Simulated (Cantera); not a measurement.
**Adiabatic ignition**

An adiabatic, constant-pressure homogeneous reactor starts with 5.62 % CH4, 7.87 % CO, 7.25 % O2, 79.3 % N2, equivalence ratio 2.1, at 1375 K and 1.01 bar.

Detailed kinetics in Cantera: GRI-Mech 3.0 (53 species, 325 reactions).

```tsv
t (s)	T (K)	x CH4	x CO	x O2	x H2O2	x HO2	x HCN
3.00e-6	1375	0.0562	0.0787	0.0725	2.29e-11	9.79e-9	<1e-12
9.17e-6	1375	0.0562	0.0787	0.0725	1.87e-10	2.82e-8	<1e-12
2.80e-5	1375	0.0562	0.0787	0.0725	1.18e-9	7.18e-8	<1e-12
8.57e-5	1375	0.0562	0.0787	0.0725	3.94e-9	1.36e-7	<1e-12
0.000262	1375	0.0562	0.0787	0.0725	5.53e-9	1.64e-7	<1e-12
0.000801	1375	0.0562	0.0787	0.0725	6.54e-9	1.94e-7	<1e-12
0.00245	1376	0.0561	0.0787	0.0724	1.41e-8	4.04e-7	<1e-12
0.00749	1380	0.0553	0.0786	0.0719	5.42e-8	1.37e-6	<1e-12
0.0229	1994	5.58e-10	0.103	7.51e-6	1.79e-9	3.12e-9	9.46e-6
0.0700	2011	1.15e-11	0.103	1.43e-7	4.35e-11	5.43e-11	3.24e-7
0.214	2011	9.81e-12	0.103	1.41e-7	4.28e-11	5.35e-11	1.81e-7
0.654	2012	8.99e-12	0.103	1.41e-7	4.29e-11	5.36e-11	9.43e-8
2.00	2012	8.75e-12	0.103	1.41e-7	4.29e-11	5.37e-11	4.72e-8
```
x: mole fraction; the columns are a selection and need not sum to one.

| Property | Value |
|---|---|
| time of steepest temperature rise | 21.6 ms |
| temperature at 2.00 s | 2012 K |
| equilibrium temperature | 2012 K |
| x(CH4) at 2.00 s | 8.75e-12 (gas-phase equilibrium 9.70e-12) |
| x(CO) at 2.00 s | 0.103 (gas-phase equilibrium 0.103) |
| x(O2) at 2.00 s | 1.41e-7 (gas-phase equilibrium 1.41e-7) |
